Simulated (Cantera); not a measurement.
## Stirred combustor or abatement burner

A perfectly stirred reactor is fed with 1.86 % CH₄, 2.23 % C₂H₆, 2.04 % C₃H₈, 19.7 % O₂, 74.2 % N₂, equivalence ratio 1.1, at 0.987 atm; it is adiabatic with a 600 K inlet, and is followed from long to short residence time, starting on the burning branch (τ in s: 0.21, 0.092, 0.041, 0.018, 0.0081, 0.0036, 0.0016, 0.00071, 0.00032, 0.00014, 6.2e-05, 2.8e-05, 1.2e-05).

Computed with Cantera and GRI-Mech 3.0 (53 species, 325 reactions). GRI-Mech 3.0 was tuned for natural gas; its chemistry of propane as a main component is partial and can be far from experiment.

```csv
τ (s),T (K),x CH₄,x C₂H₆,x C₃H₈,x H₂,x NO,x CO,x HCN
0.21,2398,3.61e-7,2.12e-8,2.35e-8,0.0119,0.00181,0.0359,2.82e-7
0.092,2391,7.35e-7,4.80e-8,5.20e-8,0.0121,0.00165,0.0362,5.23e-7
0.041,2380,1.38e-6,1.06e-7,1.11e-7,0.0125,0.00144,0.0370,8.44e-7
0.018,2358,2.43e-6,2.38e-7,2.32e-7,0.0131,0.00117,0.0382,1.19e-6
0.0081,2328,4.08e-6,5.12e-7,4.62e-7,0.0140,0.000896,0.0399,1.47e-6
0.0036,2286,6.96e-6,1.10e-6,9.15e-7,0.0153,0.000636,0.0422,1.69e-6
0.0016,2236,1.24e-5,2.35e-6,1.81e-6,0.0167,0.000428,0.0446,1.93e-6
0.00071,2182,2.36e-5,5.01e-6,3.66e-6,0.0182,0.000283,0.0472,2.35e-6
0.00032,2128,4.79e-5,1.08e-5,7.63e-6,0.0195,0.000192,0.0500,3.18e-6
0.00014,2072,0.000112,2.58e-5,1.78e-5,0.0205,0.000129,0.0542,5.04e-6
6.2e-5,1994,0.000327,7.43e-5,5.05e-5,0.0219,7.80e-5,0.0625,9.50e-6
2.8e-5,600,0.0186,0.0223,0.0204,<1e-12,<1e-12,<1e-12,<1e-12
1.2e-5,600,0.0186,0.0223,0.0204,<1e-12,<1e-12,<1e-12,<1e-12
```
x: mole fraction; the columns are a selection and need not sum to one.
